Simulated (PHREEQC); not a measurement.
Consider water at 25 °C with 0.445 mol K2CO3 per kg of water. Closed to the air; pH follows from the charge balance.

The numbers come from PHREEQC with the ion-association model, phreeqc.dat.

| Quantity | Value |
|---|---|
| pH | 11.57 |
| ionic strength | 1.33 mol/kgw |
| activity of water | 0.977 |
| density | 1.049 g/cm³ |
| total alkalinity | 890 meq/kg |

```csv
species,molality,activity,log γ
K+,0.890,0.521,-0.233
CO3-2,0.438,0.0741,-0.772
OH-,0.00660,0.00369,-0.253
HCO3-,0.00660,0.00423,-0.193
CO2,1.92e-8,2.61e-8,0.133
```

Precipitation was switched off in this run. The ionic strength is past about 0.7 mol/kgw, beyond the range of this activity model, so the values are rough.
